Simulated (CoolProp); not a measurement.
Vapour-liquid equilibrium of n-heptane (1) + m-xylene (2) at 165.55 °C; x and y are mole fractions of (1).

Model: multi-fluid Helmholtz-energy mixture model, Span 2003 and Zhou 2012; pair parameters Bell 2016, in CoolProp.

```json
[
 {"x": "0.05", "bubble pressure, mixture model (bar)": "2.174", "bubble pressure, Raoult's law (bar)": "2.123", "y, mixture model": "0.135", "y, Raoult's law": "0.122"},
 {"x": "0.125", "bubble pressure, mixture model (bar)": "2.469", "bubble pressure, Raoult's law (bar)": "2.364", "y, mixture model": "0.287", "y, Raoult's law": "0.273"},
 {"x": "0.2", "bubble pressure, mixture model (bar)": "2.742", "bubble pressure, Raoult's law (bar)": "2.604", "y, mixture model": "0.403", "y, Raoult's law": "0.397"},
 {"x": "0.275", "bubble pressure, mixture model (bar)": "2.998", "bubble pressure, Raoult's law (bar)": "2.845", "y, mixture model": "0.495", "y, Raoult's law": "0.500"},
 {"x": "0.35", "bubble pressure, mixture model (bar)": "3.241", "bubble pressure, Raoult's law (bar)": "3.086", "y, mixture model": "0.572", "y, Raoult's law": "0.587"},
 {"x": "0.425", "bubble pressure, mixture model (bar)": "3.475", "bubble pressure, Raoult's law (bar)": "3.326", "y, mixture model": "0.639", "y, Raoult's law": "0.661"},
 {"x": "0.5", "bubble pressure, mixture model (bar)": "3.702", "bubble pressure, Raoult's law (bar)": "3.567", "y, mixture model": "0.697", "y, Raoult's law": "0.725"},
 {"x": "0.575", "bubble pressure, mixture model (bar)": "3.924", "bubble pressure, Raoult's law (bar)": "3.807", "y, mixture model": "0.751", "y, Raoult's law": "0.781"},
 {"x": "0.65", "bubble pressure, mixture model (bar)": "4.143", "bubble pressure, Raoult's law (bar)": "4.048", "y, mixture model": "0.800", "y, Raoult's law": "0.830"},
 {"x": "0.725", "bubble pressure, mixture model (bar)": "4.361", "bubble pressure, Raoult's law (bar)": "4.289", "y, mixture model": "0.846", "y, Raoult's law": "0.874"},
 {"x": "0.8", "bubble pressure, mixture model (bar)": "4.580", "bubble pressure, Raoult's law (bar)": "4.529", "y, mixture model": "0.890", "y, Raoult's law": "0.913"},
 {"x": "0.875", "bubble pressure, mixture model (bar)": "4.799", "bubble pressure, Raoult's law (bar)": "4.770", "y, mixture model": "0.932", "y, Raoult's law": "0.949"},
 {"x": "0.95", "bubble pressure, mixture model (bar)": "5.021", "bubble pressure, Raoult's law (bar)": "5.010", "y, mixture model": "0.973", "y, Raoult's law": "0.980"}
]
```

The largest gap from Raoult's law is +5.4 % in bubble pressure, at x = 0.275. No azeotrope shows between x = 0.05 and 0.95.

Pair parameters are fitted to limited data, so mixtures are less certain than the pure fluids.
